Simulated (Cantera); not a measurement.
**Equilibrium for tantalum, niobium, vanadium and zirconium in process gases: Nb + N2O**

A closed system holds: 1 mol Nb, 3 mol N2O, at 1.10 Pa.

Method: chemical equilibrium by Gibbs-energy minimisation in Cantera with the NASA 1993 tables (ideal gas, pure condensed phases). Candidate condensed phases: Nb, NbO, NbO2, Nb2O5; 12 gas species. Condensed phases not in the tables: the oxides between NbO2 and Nb2O5. Equilibrium is a limit: real reactors are often held back by kinetics, nucleation or transport.

From 1500 K to 1725 K the condensed part is Nb2O5(s). From 1800 K to 1950 K the condensed part is Nb2O5(l). The main Nb-bearing gas is NbO2 throughout.

```tsv
T (K)	log p N2	log p O2	log p NbO2	log p O	n Nb2O5(s)	n Nb2O5(l)
1500	-4.99	-6.08	-12.07	-8.43	0.500	0
1575	-4.99	-6.08	-10.87	-8.01	0.500	0
1650	-4.99	-6.08	-9.78	-7.63	0.500	0
1725	-4.99	-6.09	-8.79	-7.28	0.500	0
1800	-5.00	-6.11	-7.89	-6.97	0	0.498
1875	-5.00	-6.14	-7.12	-6.69	0	0.489
1950	-5.02	-6.16	-6.41	-6.43	0	0.438
```
log p: log10 of the partial pressure in bar; n: condensed amount in mol.
